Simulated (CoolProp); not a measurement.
Vapour-liquid equilibrium of carbon dioxide (1) + n-pentane (2) at -25.75 °C; x and y are mole fractions of (1).

Model: multi-fluid Helmholtz-energy mixture model, Span 1996 and Thol 2019; pair parameters Kunz 2012, in CoolProp.

Question: Give the bubble pressure and the first vapour's composition at x = 0.275, 0.575, 0.65. Is there an azeotrope?

Answer: x = 0.275: 0.6935 MPa, y = 0.991; x = 0.575: 1.125 MPa, y = 0.995; x = 0.65: 1.189 MPa, y = 0.995. No azeotrope shows between x = 0.05 and 0.95.

The pair parameters rest on a limited set of measurements; away from them the model extrapolates. The gap from Raoult's law changes sign with composition, which may be real or a fault of the pair parameters; it wasn't checked against measurements. With so large a gap from Raoult's law the liquid may split in two, which this calculation doesn't test in full.
